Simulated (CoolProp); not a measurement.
R143a at several states: density (kg/m³) from the reference equation and from simpler models built on Tc = 72.7 °C, pc = 3.762 MPa, ω = 0.261; each cubic takes its own stable root.

Values from CoolProp's reference Helmholtz-energy equation of state, Lemmon and Jacobsen 2000.

```json
[
 {"T (°C)": "60.75", "p (MPa)": "0.303", "phase": "gas", "reference": "9.500", "ideal gas": "9.172", "van der Waals": "9.423", "Redlich-Kwong": "9.466", "Soave-Redlich-Kwong": "9.471"},
 {"T (°C)": "75.25", "p (MPa)": "1.33", "phase": "gas", "reference": "44.80", "ideal gas": "38.59", "van der Waals": "43.54", "Redlich-Kwong": "44.27", "Soave-Redlich-Kwong": "44.24"},
 {"T (°C)": "106.35", "p (MPa)": "11.8", "phase": "supercritical", "reference": "702.9", "ideal gas": "314.3", "van der Waals": "514.6", "Redlich-Kwong": "602.3", "Soave-Redlich-Kwong": "577.6"},
 {"T (°C)": "-14.95", "p (MPa)": "0.033", "phase": "gas", "reference": "1.304", "ideal gas": "1.292", "van der Waals": "1.299", "Redlich-Kwong": "1.301", "Soave-Redlich-Kwong": "1.302"}
]
```
